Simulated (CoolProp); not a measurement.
Vapour-liquid equilibrium of propylene (1) + R22 (2) at 3.57 kPa; x and y are mole fractions of (1).

The numbers come from the multi-fluid Helmholtz-energy mixture model, Lemmon 2013 and Kamei 1995; pair parameters Bell 2016 in CoolProp.

```
x     bubble temperature (K)  y at the bubble point  dew temperature at overall composition x (K)  liquid density (mol/L)
----  ----------------------  ---------------------  --------------------------------------------  ----------------------
0.05                   178.3                  0.149                                         179.2                   17.88
0.15                   176.4                  0.346                                         178.3                   17.69
0.25                   175.1                  0.472                                         177.3                   17.48
0.35                   174.2                  0.562                                         176.4                   17.27
0.45                   173.5                  0.633                                         175.4                   17.06
0.55                   173.0                  0.695                                         174.3                   16.85
0.65                   172.6                  0.754                                         173.4                   16.65
0.75                   172.3                  0.813                                         172.6                   16.46
0.85                   172.0                  0.879                                         172.1                   16.27
0.95                   171.8                  0.955                                         171.8                   16.09
```

No azeotrope shows between x = 0.05 and 0.95.

Pair parameters are fitted to limited data, so mixtures are less certain than the pure fluids.
